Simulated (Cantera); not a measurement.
# Equilibrium for nitride etching: Si3N4 + O2 + N2

Charge: 1 mol Si3N4, 0.38 mol O2, 6.1 mol N2, equilibrated at 310 Pa.

Method: chemical equilibrium by Gibbs-energy minimisation in Cantera with the NASA 1993 tables (ideal gas, pure condensed phases). Candidate condensed phases: Si, SiO2, Si2N2O, Si3N4; 16 gas species. Mutual solubility and eutectic melting of coexisting phases are not modelled. The tables' values for SiN are old estimates; treat these amounts as uncertain. Equilibrium is a limit: real reactors are often held back by kinetics, nucleation or transport.

| T (K) | log p N2 | log p SiO | log p Si | log p Si2N | log p SiN | log p Si2 | log p Si3 | log p N | n Si2N2O(s) | n Si3N4(s) | n Si(l) |
|---|---|---|---|---|---|---|---|---|---|---|---|
| 1725 | -2.52 | -4.05 | -6.05 | -7.38 | -7.57 | -8.43 | -9.10 | -12.30 | 0.570 | 0.556 | 0 |
| 1750 | -2.54 | -3.72 | -5.82 | -7.15 | -7.38 | -8.11 | -8.72 | -12.10 | 0.246 | 0 | 1.99 |
| 1775 | -2.55 | -3.58 | -5.66 | -7.04 | -7.25 | -7.91 | -8.53 | -11.91 | 0 | 0 | 2.23 |
| 1800 | -2.55 | -3.58 | -5.50 | -6.92 | -7.13 | -7.72 | -8.34 | -11.71 | 0 | 0 | 2.23 |
| 1825 | -2.55 | -3.58 | -5.34 | -6.81 | -7.00 | -7.53 | -8.16 | -11.52 | 0 | 0 | 2.23 |
| 1850 | -2.55 | -3.58 | -5.19 | -6.70 | -6.88 | -7.35 | -7.98 | -11.33 | 0 | 0 | 2.22 |
| 1875 | -2.55 | -3.58 | -5.04 | -6.59 | -6.76 | -7.17 | -7.81 | -11.15 | 0 | 0 | 2.21 |
log p: log10 of the partial pressure in bar; n: condensed amount in mol.

At 1725 K the condensed part is Si2N2O(s) + Si3N4(s). At 1750 K the condensed part is Si(l) + Si2N2O(s). From 1775 K to 1875 K the condensed part is Si(l). The main Si-bearing gas is SiO throughout. The share of Si in condensed phases is highest at 1725 K (93.6 %) and lowest at 1875 K (73.7 %).
